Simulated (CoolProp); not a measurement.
Vapour-liquid equilibrium of n-octane (1) + p-xylene (2) at 543 kPa; x and y are mole fractions of (1).

Model: multi-fluid Helmholtz-energy mixture model, Beckmüller 2019 and Zhou 2012; pair parameters Bell 2016, in CoolProp.

**Question.** Give the bubble temperature and the first vapour's composition at x = 0.05, 0.35, 0.85. Is there an azeotrope?

**Answer.** x = 0.05: 486.2 K, y = 0.071; x = 0.35: 479.6 K, y = 0.413; x = 0.85: 473.5 K, y = 0.867. No azeotrope shows between x = 0.05 and 0.95.

Pair parameters are fitted to limited data, so mixtures are less certain than the pure fluids.
